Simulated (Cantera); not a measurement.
Cantera run, input and output.

```python
import numpy as np
import cantera as ct

gas = ct.Solution("gri30.yaml")
gas.TPX = 1375, 1400000, {'CO': 1, 'H2': 0.81, 'CH4': 0.056, 'O2': 0.598, 'N2': 3.41}
reactor = ct.IdealGasReactor(gas, energy="on", clone=False)
net = ct.ReactorNet([reactor])
net.rtol, net.atol = 1e-08, 1e-16
show = ['CO', 'H2', 'CH4', 'HCO', 'HO2']
times = np.geomspace(6e-06, 0.8, 14)

steps = ct.SolutionArray(gas, extra=["t"])
rows = []
print(f"{'t/s':>10s}{'T/K':>9s}{'P/Pa':>11s}" + "".join(f"{s:>11s}" for s in show))
for t in times:
    while net.time < t:
        t_next = net.step()
        steps.append(gas.state, t=t_next)
    rows.append([np.interp(t, steps.t, y) for y in (steps.T, steps.P, *steps(*show).X.T)])
    print(f"{t:10.3e}{rows[-1][0]:9.1f}{rows[-1][1]:11.4g}" + "".join(f"{x:11.3e}" for x in rows[-1][2:]))
rate = np.gradient(steps.T, steps.t)
print("integrator steps:", len(steps.t))
if steps.T.max() > steps.T[0] + 200:
    print(f"time of steepest temperature rise: {steps.t[rate.argmax()]:.4e} s")
gas.TPX = 1375, 1400000, {'CO': 1, 'H2': 0.81, 'CH4': 0.056, 'O2': 0.598, 'N2': 3.41}
gas.equilibrate("UV")
print(f"equilibrium (UV): T = {gas.T:.1f} K  " + "  ".join(f"{s} {gas[s].X[0]:.3e}" for s in show))
```

Result:

```
       t/s      T/K       P/Pa         CO         H2        CH4        HCO        HO2
 6.000e-06   2782.9   2.65e+06  1.294e-01  3.458e-02  6.787e-12  3.281e-06  1.023e-05
 1.487e-05   2964.9   2.79e+06  1.254e-01  3.262e-02  1.660e-11  1.354e-06  1.807e-06
 3.686e-05   2960.8  2.786e+06  1.257e-01  3.283e-02  1.721e-11  1.346e-06  1.727e-06
 9.138e-05   2954.5  2.781e+06  1.261e-01  3.313e-02  1.803e-11  1.338e-06  1.628e-06
 2.265e-04   2951.4  2.778e+06  1.263e-01  3.328e-02  1.845e-11  1.335e-06  1.581e-06
 5.614e-04   2951.2  2.778e+06  1.263e-01  3.329e-02  1.848e-11  1.334e-06  1.578e-06
 1.392e-03   2951.2  2.778e+06  1.263e-01  3.329e-02  1.848e-11  1.334e-06  1.578e-06
 3.449e-03   2951.2  2.778e+06  1.263e-01  3.329e-02  1.848e-11  1.334e-06  1.578e-06
 8.550e-03   2951.2  2.778e+06  1.263e-01  3.329e-02  1.848e-11  1.334e-06  1.578e-06
 2.119e-02   2951.2  2.778e+06  1.263e-01  3.329e-02  1.848e-11  1.334e-06  1.578e-06
 5.253e-02   2951.2  2.778e+06  1.263e-01  3.329e-02  1.848e-11  1.334e-06  1.578e-06
 1.302e-01   2951.2  2.778e+06  1.263e-01  3.329e-02  1.848e-11  1.334e-06  1.578e-06
 3.227e-01   2951.2  2.778e+06  1.263e-01  3.329e-02  1.848e-11  1.334e-06  1.578e-06
 8.000e-01   2951.2  2.778e+06  1.263e-01  3.329e-02  1.848e-11  1.334e-06  1.578e-06
integrator steps: 1565
time of steepest temperature rise: 5.0059e-06 s
equilibrium (UV): T = 2951.2 K  CO 1.263e-01  H2 3.329e-02  CH4 2.119e-11  HCO 1.334e-06  HO2 1.578e-06
```

Model: GRI-Mech 3.0 (53 species, 325 reactions), integrated in Cantera. The pressure lies above the range GRI-Mech 3.0 was tuned for (to about 10 atm).
